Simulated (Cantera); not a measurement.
Charge: 1 mol AlCl3, 3.2 mol N2, at 0.300 bar.

These are equilibrium values from Cantera (NASA tables, ideal gas, pure condensed phases), not measurements of a reactor. Candidate condensed phases: Al, AlCl3, AlN; 11 gas species. Kinetics and transport are ignored.

Task: At 1223 K, list the 3 most abundant gas species with their mole fractions, and the condensed phases.

Result: N2 0.762, AlCl3 0.238, Al2Cl6 0.000141. Condensed: gas only.
